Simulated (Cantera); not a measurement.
Cantera run:

```python
import numpy as np
import cantera as ct

gas_names = [...]  # 109 gases of nasa_gas.yaml made of C, Cl, H, Si
cond_names = """
    C(gr) C6H6(L) C7H8(L) C8H18(L),n-octa Si(cr) Si(L) SiC(b)
""".split()


# ... load() reads the species with a 1 bar reference pressure and builds the phases ...
atoms = {
    'CH3Cl': {'C': 1, 'H': 3, 'CL': 1},
    'Si': {'Si': 1},
    'H2': {'H': 2},
}
top_T = {'C(gr)': 4500, 'SiC(b)': 3050}  # K; cautious upper limits of use, not melting points


# ... equilibrate(T, P, feed) seeds the gas with the atoms and calls Mixture.equilibrate('TP', solver="vcs", rtol=1e-11, max_steps=5000) ...
results = []
feed = {'CH3Cl': 1, 'Si': 0.011, 'H2': 8.9}  # mol
P = 640  # Pa
for T in [1375, 1525, 1675, 1825, 1975, 2125, 2275, 2425, 2575, 2725, 2875, 3025, 3175]:
    mix = equilibrate(T, P, feed)
    results.append((T, P, feed, dict(zip(mix.species_names, mix.species_moles))))

top = {s: max(r[3][s] / sum(r[3][g] for g in gas_names) for r in results) for s in gas_names}
cols = sorted((s for s in top if top[s] > 1e-06), key=lambda s: -top[s])[:8]
seen = [c for c in cond_names if any(r[3].get(c, 0) > 1e-12 for r in results)]
print("log10 of partial pressures in bar; condensed amounts in mol")
print(f"{'T/K':>10s}" + "".join(f"{s[:9]:>10s}" for s in cols + seen))
for T, P, feed, n in results:
    ng = sum(n[g] for g in gas_names)
    print(f"{T:10.4g}" + "".join(f"{np.log10(max(n[s] / ng * P / 1e5, 1e-99)):10.3f}" for s in cols)
          + "".join(f"{n.get(c, 0):10.4g}" for c in seen))
```

Result:

```
log10 of partial pressures in bar; condensed amounts in mol
       T/K        H2         H       HCL        CL         C C2H2,acet        C3       C2H     C(gr)    SiC(b)
      1375    -2.236    -6.583    -3.232    -7.662   -19.039    -7.986   -20.367   -15.426      0.99  0.009684
      1525    -2.236    -5.744    -3.234    -6.838   -16.354    -7.153   -17.265   -13.320    0.9913  0.008329
      1675    -2.236    -5.053    -3.236    -6.161   -14.151    -6.472   -14.727   -11.595    0.9926  0.006142
      1825    -2.238    -4.475    -3.241    -5.596   -12.312    -5.906   -12.614   -10.155    0.9929  0.002783
      1975    -2.243    -3.985    -3.248    -5.117   -10.753    -5.431   -10.828    -8.938     0.987         0
      2125    -2.256    -3.568    -3.260    -4.707    -9.416    -5.032    -9.301    -7.898    0.9666         0
      2275    -2.283    -3.213    -3.291    -4.362    -8.256    -4.703    -7.980    -7.005    0.9259         0
      2425    -2.336    -2.915    -3.353    -4.080    -7.240    -4.443    -6.827    -6.238    0.8553         0
      2575    -2.428    -2.674    -3.462    -3.862    -6.344    -4.260    -5.812    -5.584     0.742         0
      2725    -2.576    -2.493    -3.633    -3.709    -5.547    -4.164    -4.913    -5.036    0.5231         0
      2875    -2.792    -2.372    -3.878    -3.620    -4.873    -4.241    -4.228    -4.667         0         0
      3025    -3.058    -2.298    -4.170    -3.577    -4.456    -4.761    -4.182    -4.749         0         0
      3175    -3.360    -2.261    -4.487    -3.559    -4.121    -5.375    -4.268    -4.938         0         0
```

These are equilibrium values from Cantera (NASA tables, ideal gas, pure condensed phases), not measurements of a reactor. The tables' values for SiCl are old estimates; treat these amounts as uncertain.
